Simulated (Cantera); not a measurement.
An adiabatic, constant-volume homogeneous reactor starts with CO : H2 : CH4 : O2 : N2 = 1 : 0.054 : 0.14 : 1.14 : 4.27 (molar parts), equivalence ratio 0.71, at 1600 K and 8.00 bar. Integrator tolerance rtol = 1e-08.

Detailed kinetics in Cantera: GRI-Mech 3.0 (53 species, 325 reactions). Above 3000 K some thermodynamic fits are extrapolated.

**Question.** What does this change do: initial temperature 1600 to 1500 K?

**Answer.** 
```
quantity                                                            before                                    after
---------------------------------  ---------------------------------------  ---------------------------------------
time of steepest temperature rise                                  15.9 µs                                  27.2 µs
temperature at 1.00 s                                               2979 K                                   2945 K
equilibrium temperature                                             2979 K                                   2945 K
x(CO) at 1.00 s                      0.0458 (gas-phase equilibrium 0.0458)    0.0412 (gas-phase equilibrium 0.0412)
x(H2) at 1.00 s                    0.00201 (gas-phase equilibrium 0.00201)  0.00181 (gas-phase equilibrium 0.00181)
x(CH4) at 1.00 s                     <1e-12 (gas-phase equilibrium <1e-12)    <1e-12 (gas-phase equilibrium <1e-12)
x(CH3) at 1.00 s                     <1e-12 (gas-phase equilibrium <1e-12)    <1e-12 (gas-phase equilibrium <1e-12)
x(C2H) at 1.00 s                     <1e-12 (gas-phase equilibrium <1e-12)    <1e-12 (gas-phase equilibrium <1e-12)
x(N2O) at 1.00 s                   4.48e-6 (gas-phase equilibrium 4.48e-6)  4.38e-6 (gas-phase equilibrium 4.38e-6)
x(C2H2) at 1.00 s                    <1e-12 (gas-phase equilibrium <1e-12)    <1e-12 (gas-phase equilibrium <1e-12)
```

**Question.** What does this change do: pressure from 8.00 bar to 4.50 bar?

**Answer.** 
| quantity | before | after |
|---|---|---|
| time of steepest temperature rise | 15.9 µs | 24.6 µs |
| temperature at 1.00 s | 2979 K | 2934 K |
| equilibrium temperature | 2979 K | 2934 K |
| x(CO) at 1.00 s | 0.0458 (gas-phase equilibrium 0.0458) | 0.0495 (gas-phase equilibrium 0.0495) |
| x(H2) at 1.00 s | 0.00201 (gas-phase equilibrium 0.00201) | 0.00223 (gas-phase equilibrium 0.00223) |
| x(CH4) at 1.00 s | <1e-12 (gas-phase equilibrium <1e-12) | <1e-12 (gas-phase equilibrium <1e-12) |
| x(CH3) at 1.00 s | <1e-12 (gas-phase equilibrium <1e-12) | <1e-12 (gas-phase equilibrium <1e-12) |
| x(C2H) at 1.00 s | <1e-12 (gas-phase equilibrium <1e-12) | <1e-12 (gas-phase equilibrium <1e-12) |
| x(N2O) at 1.00 s | 4.48e-6 (gas-phase equilibrium 4.48e-6) | 3.19e-6 (gas-phase equilibrium 3.19e-6) |
| x(C2H2) at 1.00 s | <1e-12 (gas-phase equilibrium <1e-12) | <1e-12 (gas-phase equilibrium <1e-12) |

**Question.** What does this change do: pressure from 8.00 bar to 10.0 bar?

**Answer.** 
```csv
quantity,before,after
time of steepest temperature rise,15.9 µs,13.6 µs
temperature at 1.00 s,2979 K,2996 K
equilibrium temperature,2979 K,2996 K
x(CO) at 1.00 s,0.0458 (gas-phase equilibrium 0.0458),0.0443 (gas-phase equilibrium 0.0443)
x(H2) at 1.00 s,0.00201 (gas-phase equilibrium 0.00201),0.00193 (gas-phase equilibrium 0.00193)
x(CH4) at 1.00 s,<1e-12 (gas-phase equilibrium <1e-12),<1e-12 (gas-phase equilibrium <1e-12)
x(CH3) at 1.00 s,<1e-12 (gas-phase equilibrium <1e-12),<1e-12 (gas-phase equilibrium <1e-12)
x(C2H) at 1.00 s,<1e-12 (gas-phase equilibrium <1e-12),<1e-12 (gas-phase equilibrium <1e-12)
x(N2O) at 1.00 s,4.48e-6 (gas-phase equilibrium 4.48e-6),5.11e-6 (gas-phase equilibrium 5.11e-6)
x(C2H2) at 1.00 s,<1e-12 (gas-phase equilibrium <1e-12),<1e-12 (gas-phase equilibrium <1e-12)
```
